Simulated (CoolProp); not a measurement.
R113 along the isobar 1.33 MPa: density (kg/m³) from the reference equation and from simpler models built on Tc = 214.1 °C, pc = 3.392 MPa, ω = 0.253; each cubic takes its own stable root.

The numbers come from the reference Helmholtz-energy equation of state, Marx 1992 in CoolProp.

| T (°C) | phase | reference |
|---|---|---|
| -27.35 | liquid | 1687 |
| -10.45 | liquid | 1649 |
| 6.55 | liquid | 1610 |
| 23.45 | liquid | 1570 |
| 40.45 | liquid | 1530 |
| 57.35 | liquid | 1488 |
| 74.35 | liquid | 1445 |
| 91.25 | liquid | 1399 |
| 108.25 | liquid | 1350 |
| 125.15 | liquid | 1297 |
| 142.15 | liquid | 1236 |
| 159.05 | gas | 92.22 |
| 176.05 | gas | 84.09 |
| 192.95 | gas | 78.04 |
| 209.95 | gas | 73.16 |
| 226.85 | gas | 69.11 |

### Question
How far does each simpler model (van der Waals, Redlich-Kwong, Soave-Redlich-Kwong, Peng-Robinson) lie from the reference over these 16 states: mean and median of the absolute difference, and the worst?

### Answer
- van der Waals: mean 34.4 %, median 38.3 %, worst -92.6 % at 142.15 °C and 1.33 MPa
- Redlich-Kwong: mean 7.9 %, median 9.5 %, worst -15.5 % at 142.15 °C and 1.33 MPa
- Soave-Redlich-Kwong: mean 5.4 %, median 7.0 %, worst -10.8 % at 142.15 °C and 1.33 MPa
- Peng-Robinson: mean 3.4 %, median 3.9 %, worst +5.2 % at 40.45 °C and 1.33 MPa

At some of these states van der Waals gives the other phase, because its saturation line lies elsewhere.
